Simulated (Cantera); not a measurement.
Input: 1 mol SiH₂Cl₂, 0.068 mol O₂, 170 mol N₂, at 475 °C and 620 Pa.

Method: chemical equilibrium by Gibbs-energy minimisation in Cantera with the NASA 1993 tables (ideal gas, pure condensed phases). Candidate condensed phases: H₂O, NH₄Cl, Si, SiO₂, Si₂N₂O, Si₃N₄; 47 gas species. N₂ is the only nitrogen source here; it is nearly inert below about 1500 K, so the nitride shown seldom forms there in practice. Equilibrium is a limit: real reactors are often held back by kinetics, nucleation or transport.

Base state: N₂ 0.989, HCl 0.00885, H₂ 0.00141, SiCl₄ 0.000705 (mole fractions); condensed: Si₂N₂O(s) + Si₃N₄(s).

**Question.** What changes in the equilibrium state with this change: O₂ from 0.068 to 0.56 mol?

**Answer.** 
```json
[
 {"species": "N₂", "before": "0.989", "after": "0.988"},
 {"species": "HCl", "before": "0.00885", "after": "0.0115"},
 {"species": "H₂", "before": "0.00141", "after": "6.15e-5"},
 {"species": "SiCl₄", "before": "0.000705", "after": "3.07e-5"},
 {"species": "Si₂N₂O(s), mol", "before": "0.136", "after": "0.290"},
 {"species": "Si₃N₄(s), mol", "before": "0.202", "after": "0"},
 {"species": "SiO₂(α-quartz), mol", "before": "0", "after": "0.415"}
]
```

**Question.** What changes in the equilibrium state with this change: SiH₂Cl₂ replaced by SiCl₄?

**Answer.** 
```csv
species,before,after
N₂,0.989,0.994
SiCl₄,0.000705,0.00545
Cl₂,<1e-9,0.000795
HCl,0.00885,0
H₂,0.00141,0
"Si₂N₂O(s), mol",0.136,0
"Si₃N₄(s), mol",0.202,0
"SiO₂(α-quartz), mol",0,0.0680
```

**Question.** What changes in the equilibrium state with this change: temperature from 475 °C to 1202 °C?

**Answer.** 
```json
[
 {"species": "N₂", "before": "0.989", "after": "0.988"},
 {"species": "HCl", "before": "0.00885", "after": "0.00722"},
 {"species": "H₂", "before": "0.00141", "after": "0.00221"},
 {"species": "SiCl₂", "before": "<1e-9", "after": "0.00208"},
 {"species": "Cl", "before": "<1e-9", "after": "2.05e-5"},
 {"species": "SiCl₃", "before": "3.78e-9", "after": "7.37e-5"},
 {"species": "SiO", "before": "<1e-9", "after": "1.26e-5"},
 {"species": "SiCl₄", "before": "0.000705", "after": "8.89e-6"},
 {"species": "Si₂N₂O(s), mol", "before": "0.136", "after": "0.134"},
 {"species": "Si₃N₄(s), mol", "before": "0.202", "after": "0.120"}
]
```
Mutual solubility and eutectic melting of coexisting phases are not modelled. The tables' values for SiCl₃ are old estimates; treat these amounts as uncertain.
